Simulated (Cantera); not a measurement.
Feed: 1 mol (CH3)2SiCl2, 0.54 mol HCl, 130 mol H2, equilibrated at 750 Torr.

These are equilibrium values from Cantera (NASA tables, ideal gas, pure condensed phases), not measurements of a reactor. Candidate condensed phases: C, C6H6, C7H8, C8H18, Si, SiC; 109 gas species. The feed counts by its element totals alone. Equilibrium is a limit: real reactors are often held back by kinetics, nucleation or transport.

Q: At 1648 K, list the 5 most abundant gas species with their mole fractions, and the condensed phases.

A: H2 0.980, HCl 0.0189, CH4 0.00129, H 8.81e-5, C2H2 (acetylene) 4.38e-5. Condensed: C(graphite) + SiC(s).
